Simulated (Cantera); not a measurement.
An adiabatic, constant-pressure homogeneous reactor starts with CH₄ : C₂H₆ : O₂ : N₂ : H₂O = 1 : 0.044 : 0.862 : 3.24 : 1.3 (molar parts), equivalence ratio 2.5, at 1600 K and 1.00 bar.

Model: GRI-Mech 3.0 (53 species, 325 reactions), integrated in Cantera.

**Question.** Predict: time of steepest temperature rise; temperature at 0.100 s; equilibrium temperature; x(O₂) at 0.100 s; x(H₂O) at 0.100 s; x(N₂O) at 0.100 s.

**Answer.** 
* **time of steepest temperature rise**: 0.463 ms
* **temperature at 0.100 s**: 2220 K
* **equilibrium temperature**: 2220 K
* **x(O₂) at 0.100 s**: 1.87e-6 (gas-phase equilibrium 1.87e-6)
* **x(H₂O) at 0.100 s**: 0.226 (gas-phase equilibrium 0.226)
* **x(N₂O) at 0.100 s**: 1.44e-9 (gas-phase equilibrium 1.16e-9)
